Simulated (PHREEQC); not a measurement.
Ultrapure water in contact with air or piping

Synthetic water in mg/kgw, 25 °C, pH 6.34, pe 10.9: Na 0.0341; K 0.0106; Ca 0.187; Mg 0.014; Cl 0.0398; S(6) as SO4 0.13; Alkalinity as HCO3 0.515; B 2.82e-05; O(0) (dissolved oxygen) 5.44e-05.

Valence states are taken as typed.

Computed with PHREEQC (ion-association model, wateq4f.dat).

No solid was allowed to form.

Q: Estimate the charge-balance error.

A: charge-balance error -0.1 %.

Q: In which forms is C present?

A: CO2 51 %, HCO3- 49 % of the C.
